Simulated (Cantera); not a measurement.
**Thermodynamics of fluorocarbon and chlorocarbon gases, feed CF4 + HCl + H2**

Feed: 1 mol CF4, 0.034 mol HCl, 0.087 mol H2, held at 2448.15 K.

Method: chemical equilibrium by Gibbs-energy minimisation in Cantera with the NASA 1993 tables (ideal gas, pure condensed phases). Candidate condensed phases: C, C6H6, C7H8, C8H18; 118 gas species. The tables' values for C2F4 are old estimates; treat these amounts as uncertain. Gases not in the tables: C2F6 and larger saturated fluorocarbons. Kinetics and transport are ignored.

```json
[
 {"P (Pa)": "1", "x F": "0.884", "x CF4": "3.23e-10", "x CF2": "0.00129", "x HF": "0.0460", "x Cl": "0.00814", "x CF": "0.0245", "x C3": "0.0218", "x CF3": "4.62e-8", "n C(graphite)": "0.568"},
 {"P (Pa)": "3.60", "x F": "0.902", "x CF4": "1.63e-8", "x CF2": "0.00482", "x HF": "0.0502", "x Cl": "0.00838", "x CF": "0.0250", "x C3": "0.00605", "x CF3": "6.35e-7", "n C(graphite)": "0.792"},
 {"P (Pa)": "13", "x F": "0.895", "x CF4": "7.43e-7", "x CF2": "0.0171", "x HF": "0.0520", "x Cl": "0.00855", "x CF": "0.0248", "x C3": "0.00168", "x CF3": "8.09e-6", "n C(graphite)": "0.809"},
 {"P (Pa)": "46", "x F": "0.857", "x CF4": "2.77e-5", "x CF2": "0.0556", "x HF": "0.0543", "x Cl": "0.00889", "x CF": "0.0238", "x C3": "0.000474", "x CF3": "8.89e-5", "n C(graphite)": "0.690"},
 {"P (Pa)": "170", "x F": "0.750", "x CF4": "0.000821", "x CF2": "0.158", "x HF": "0.0598", "x Cl": "0.00978", "x CF": "0.0208", "x C3": "0.000128", "x CF3": "0.000816", "n C(graphite)": "0.373"},
 {"P (Pa)": "600", "x F": "0.585", "x CF4": "0.0120", "x CF2": "0.303", "x HF": "0.0695", "x Cl": "0.0113", "x CF": "0.0145", "x C3": "2.61e-5", "x CF3": "0.00432", "n C(graphite)": "0"},
 {"P (Pa)": "2200", "x F": "0.499", "x CF4": "0.108", "x CF2": "0.279", "x HF": "0.0839", "x Cl": "0.0137", "x CF": "0.00428", "x C3": "2.92e-7", "x CF3": "0.0124", "n C(graphite)": "0"},
 {"P (Pa)": "7700", "x F": "0.302", "x CF4": "0.344", "x CF2": "0.198", "x HF": "0.117", "x Cl": "0.0190", "x CF": "0.00143", "x C3": "1.42e-8", "x CF3": "0.0187", "n C(graphite)": "0"},
 {"P (Pa)": "28000", "x F": "0.131", "x CF4": "0.552", "x CF2": "0.128", "x HF": "0.145", "x Cl": "0.0234", "x CF": "0.000587", "x C3": "3.27e-9", "x CF3": "0.0191", "n C(graphite)": "0"},
 {"P (Pa)": "100000", "x F": "0.0468", "x CF4": "0.656", "x CF2": "0.0936", "x HF": "0.160", "x Cl": "0.0250", "x CF": "0.000337", "x C3": "3.82e-9", "x CF3": "0.0178", "n C(graphite)": "0"}
]
```
x: gas mole fraction; n: condensed amount in mol.

From 1.00 Pa to 170 Pa the condensed part is C(graphite). From 600 Pa to 100000 Pa nothing is condensed. The main C-bearing gas is C3 at 1.00 Pa and CF4 at 100000 Pa.
